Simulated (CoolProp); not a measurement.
Vinyl chloride along the isobar 508 kPa: fugacity coefficient from the reference equation and from simpler models built on Tc = 151.9 °C, pc = 5600 kPa, ω = 0.160; each cubic takes its own stable root.

The numbers come from the reference Helmholtz-energy equation of state, Thol 2022 in CoolProp.

| T (°C) | phase | reference | van der Waals | Redlich-Kwong | Soave-Redlich-Kwong | Peng-Robinson |
|---|---|---|---|---|---|---|
| -83.45 | liquid | 0.003207 | 0.1366 | 0.004535 | 0.003336 | 0.003737 |
| -75.45 | liquid | 0.006174 | 0.1839 | 0.008780 | 0.006319 | ___ |
| -67.45 | liquid | 0.01118 | 0.2417 | 0.01592 | ___ | 0.01225 |
| -59.45 | liquid | 0.01921 | 0.3110 | 0.02725 | 0.01926 | 0.02059 |
| -51.45 | liquid | 0.03147 | 0.3926 | 0.04438 | 0.03138 | 0.03314 |
| -43.45 | liquid | 0.04945 | 0.4873 | 0.06916 | 0.04915 | 0.05136 |
| -35.55 | liquid | 0.07451 | 0.5942 | 0.1032 | 0.07393 | ___ |
| -27.55 | liquid | 0.1092 | 0.7164 | 0.1495 | 0.1083 | 0.1113 |
| -19.55 | liquid | 0.1554 | 0.8530 | 0.2100 | ___ | 0.1573 |

Task: Complete the blanks.

Result: 
- -75.45, Peng-Robinson: 0.006954
- -67.45, Soave-Redlich-Kwong: 0.01131
- -35.55, Peng-Robinson: 0.07656
- -19.55, Soave-Redlich-Kwong: 0.1542
